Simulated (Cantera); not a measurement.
Cantera run:

```python
import numpy as np
import cantera as ct

gas_names = """
    H HO2 H2 H2O H2O2 O OH O2 O3 Ti TiO TiO2
""".split()
cond_names = """
    H2O(s) H2O(L) Ti(a) Ti(b) Ti(L) TiO(a) TiO(b) TiO(L) TiO2(ru) TiO2(L) Ti2O3(a) Ti2O3(b) Ti2O3(L)
    Ti3O5(a) Ti3O5(b) Ti3O5(L) Ti4O7(s) Ti4O7(L)
""".split()


# ... load() reads the species with a 1 bar reference pressure and builds the phases ...
atoms = {
    'Ti': {'Ti': 1},
    'H2O': {'H': 2, 'O': 1},
}
top_T = {}  # K; cautious upper limits of use, not melting points


# ... equilibrate(T, P, feed) seeds the gas with the atoms and calls Mixture.equilibrate('TP', solver="vcs", rtol=1e-11, max_steps=5000) ...
results = []
feed = {'Ti': 1, 'H2O': 27}  # mol
T = 2223.15  # K
P = 1333.22  # Pa
mix = equilibrate(T, P, feed)
results.append((T, P, feed, dict(zip(mix.species_names, mix.species_moles))))
print(gas.report(threshold=0.001))
for i in range(1, mix.n_phases):
    print(f"{mix.phase(i).name:16s} {mix.phase_moles(i):12.5e} mol")
```

Output:

```
       temperature   2223.2 K
          pressure   1333.2 Pa
           density   0.001177 kg/m^3
  mean mol. weight   16.319 kg/kmol
   phase of matter   gas

                          1 kg             1 kmol
                     ---------------   ---------------
          enthalpy        -7.336e+06       -1.1971e+08  J
   internal energy       -8.4687e+06        -1.382e+08  J
           entropy             18447        3.0104e+05  J/K
    Gibbs function       -4.8347e+07       -7.8896e+08  J
 heat capacity c_p            3077.8             50226  J/K
 heat capacity c_v            2568.3             41912  J/K

                      mass frac. Y      mole frac. X     chem. pot. / RT
                     ---------------   ---------------   ---------------
                 H          0.001067          0.017273           -13.238
                H2          0.011955          0.096774           -26.476
               H2O           0.93915           0.85072           -45.508
                 O         0.0026621         0.0027153           -19.032
                OH          0.022861          0.021936            -32.27
                O2          0.019697          0.010045           -38.064
     [   +6 minor]         0.0026056        0.00053312

Ti(L)             0.00000e+00 mol
TiO(L)            0.00000e+00 mol
TiO2(L)           9.85135e-01 mol
Ti2O3(L)          0.00000e+00 mol
Ti3O5(L)          0.00000e+00 mol
Ti4O7(L)          0.00000e+00 mol
```

These are equilibrium values from Cantera (NASA tables, ideal gas, pure condensed phases), not measurements of a reactor. Gases not in the tables: TiO(OH)2.
